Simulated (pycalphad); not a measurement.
## Freezing of Ti-B alloys with rising B

CALPHAD calculation (pycalphad, COST 507 light-alloy database (1999)), 1 atm. The database dates from 1999; later assessments differ in places, in temperatures and in the compounds included. Amounts are mole fractions of atoms.

Scheil-Gulliver runs (no diffusion in the solid, steps of 4 K) beside full equilibrium.

| alloy | liquidus (K) | Scheil, half solid (K) | Scheil, 80 % solid (K) | Scheil, invariant end (K) | liquid left at that end | equilibrium solidus (K) |
|---|---|---|---|---|---|---|
| Ti-0.7648B (wt.%) | 1873 | 1820 | at the invariant end | 1814 | 0.47 | 1814 |
| Ti-1.029B (wt.%) | 1853 | at the invariant end | at the invariant end | 1814 | 0.63 | 1814 |
| Ti-3.32B (wt.%) | 1921 | at the invariant end | at the invariant end | 1814 | 0.85 | 1814 |
| Ti-4.602B (wt.%) | 1978 | at the invariant end | at the invariant end | 1814 | 0.75 | 1814 |
